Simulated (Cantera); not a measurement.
Thermodynamics of titanium nitride, carbide and oxide coatings, feed Ti(OiPr)4 + O2 + H2

Feed: 1 mol Ti(OiPr)4, 0.66 mol O2, 190 mol H2, equilibrated at 13000 Pa.

These are equilibrium values from Cantera (NASA tables, ideal gas, pure condensed phases), not measurements of a reactor. Candidate condensed phases: C, C6H6, C7H8, C8H18, H2O, Ti, TiC, TiO, TiO2, Ti2O3, Ti3O5, Ti4O7; 113 gas species. The feed counts by its element totals alone. TiC: taken at fixed stoichiometry. The numbers say what is thermodynamically allowed, not how fast it happens.

From 975 °C to 1950 °C the condensed part is C(graphite) + TiC(s).

```csv
T (°C),x H2,x CO,x H,x C2H2 (acetylene),x CH4,x H2O,x CH3,n C(graphite),n TiC(s)
975,0.973,0.0254,1.28e-6,2.37e-7,0.00137,4.94e-5,3.49e-8,5.40,1.00
1050,0.974,0.0254,4.34e-6,8.04e-7,0.000838,2.36e-5,7.37e-8,5.51,1.00
1125,0.974,0.0254,1.30e-5,2.39e-6,0.000539,1.22e-5,1.43e-7,5.57,1.00
1200,0.974,0.0254,3.46e-5,6.34e-6,0.000362,6.74e-6,2.60e-7,5.60,1.00
1275,0.974,0.0254,8.43e-5,1.53e-5,0.000253,3.95e-6,4.45e-7,5.62,1.00
1350,0.974,0.0254,0.000189,3.39e-5,0.000183,2.44e-6,7.23e-7,5.63,1.00
1425,0.974,0.0254,0.000396,7.02e-5,0.000136,1.57e-6,1.12e-6,5.62,1.00
1500,0.974,0.0254,0.000779,0.000136,0.000104,1.05e-6,1.68e-6,5.60,1.00
1575,0.973,0.0254,0.00145,0.000251,8.10e-5,7.26e-7,2.43e-6,5.56,1.00
1650,0.972,0.0254,0.00258,0.000439,6.45e-5,5.17e-7,3.42e-6,5.48,1.00
1725,0.969,0.0254,0.00438,0.000735,5.21e-5,3.78e-7,4.66e-6,5.36,1.000
1800,0.966,0.0253,0.00717,0.00118,4.28e-5,2.82e-7,6.21e-6,5.17,1.000
1875,0.962,0.0253,0.0113,0.00184,3.55e-5,2.14e-7,8.08e-6,4.89,1.000
1950,0.955,0.0252,0.0174,0.00277,2.97e-5,1.66e-7,1.03e-5,4.50,1.000
```
x: gas mole fraction; n: condensed amount in mol.
